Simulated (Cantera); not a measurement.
A perfectly stirred reactor is fed with NO : N2 = 1 : 0.65 (molar parts), at 1100 Pa; it is held at 2075 K, and followed from long to short residence time.

Computed with Cantera and GRI-Mech 3.0 (53 species, 325 reactions). Radical loss at walls, strong at low pressure, is not modelled.

x: mole fraction; the columns are a selection and need not sum to one.

```json
[
 {"τ (s)": "28", "x NO": "0.0963", "x N2O": "(withheld)", "x O": "0.00559", "x O2": "0.251", "x N2": "0.647", "x NO2": "1.69e-5"},
 {"τ (s)": "7.8", "x NO": "0.229", "x N2O": "(withheld)", "x O": "0.00486", "x O2": "0.185", "x N2": "0.581", "x NO2": "3.42e-5"},
 {"τ (s)": "2.1", "x NO": "0.447", "x N2O": "(withheld)", "x O": "0.00334", "x O2": "0.0771", "x N2": "0.472", "x NO2": "4.19e-5"},
 {"τ (s)": "0.59", "x NO": "0.568", "x N2O": "(withheld)", "x O": "0.00196", "x O2": "0.0177", "x N2": "0.412", "x NO2": "2.53e-5"},
 {"τ (s)": "0.16", "x NO": "0.599", "x N2O": "(withheld)", "x O": "0.00111", "x O2": "0.00299", "x N2": "0.397", "x NO2": "1.34e-5"},
 {"τ (s)": "0.045", "x NO": "0.605", "x N2O": "(withheld)", "x O": "0.000479", "x O2": "0.000350", "x N2": "0.394", "x NO2": "6.48e-6"},
 {"τ (s)": "0.012", "x NO": "0.606", "x N2O": "(withheld)", "x O": "0.000124", "x O2": "2.23e-5", "x N2": "0.394", "x NO2": "1.71e-6"},
 {"τ (s)": "0.0034", "x NO": "0.606", "x N2O": "(withheld)", "x O": "3.01e-5", "x O2": "1.49e-6", "x N2": "0.394", "x NO2": "2.81e-7"},
 {"τ (s)": "0.00094", "x NO": "0.606", "x N2O": "(withheld)", "x O": "7.72e-6", "x O2": "1.04e-7", "x N2": "0.394", "x NO2": "3.13e-8"}
]
```

Problem. Complete the blanks.

Solution. 
- 28, x N2O: 1.73e-6
- 7.8, x N2O: 1.05e-5
- 2.1, x N2O: 4.89e-5
- 0.59, x N2O: 9.75e-5
- 0.16, x N2O: 0.000119
- 0.045, x N2O: 0.000109
- 0.012, x N2O: 6.15e-5
- 0.0034, x N2O: 2.34e-5
- 0.00094, x N2O: 7.16e-6
